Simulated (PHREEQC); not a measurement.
Na2CO3 is added in steps, without added water, to 1 kg of water holding 0.0055 mol MgCl2, 4.8e-05 mol NaHCO3 and 0.00021 mol NaCl, at 25 °C. O2 is buffered at 0.21 atm. No CO2 enters from the air. Only these solids could form: Brucite, Nesquehonite, Halite, Nahcolite, Natron.

Base run: PHREEQC, ion-association model, wateq4f.dat. Each further column changes one thing. The table gives CO3-2 (mol/kgw).

```csv
Na2CO3 added (mol),base,NaHCO3 from 4.8e-05 to 5.28e-05 mol/kgw,diluted 10-fold with water,diluted 2-fold with water,no solid may form
0,1.52e-7,1.74e-7,6.91e-9,6.43e-8,1.52e-7
3.417e-06,3.90e-7,4.24e-7,1.16e-7,2.70e-7,3.90e-7
6.833e-06,7.07e-7,7.55e-7,3.14e-7,5.53e-7,7.07e-7
1.196e-05,1.24e-6,1.32e-6,7.52e-7,1.06e-6,1.24e-6
1.538e-05,1.63e-6,1.72e-6,1.13e-6,1.44e-6,1.63e-6
1.879e-05,2.04e-6,2.14e-6,1.56e-6,1.85e-6,2.04e-6
2.221e-05,2.46e-6,2.58e-6,2.05e-6,2.29e-6,2.46e-6
2.562e-05,2.90e-6,3.03e-6,2.60e-6,2.76e-6,2.90e-6
2.904e-05,3.35e-6,3.49e-6,3.19e-6,3.25e-6,3.35e-6
3.417e-05,4.05e-6,4.22e-6,4.16e-6,4.03e-6,4.05e-6
3.758e-05,4.54e-6,4.71e-6,4.85e-6,4.57e-6,4.54e-6
4.1e-05,5.04e-6,5.22e-6,5.59e-6,5.14e-6,5.04e-6
```
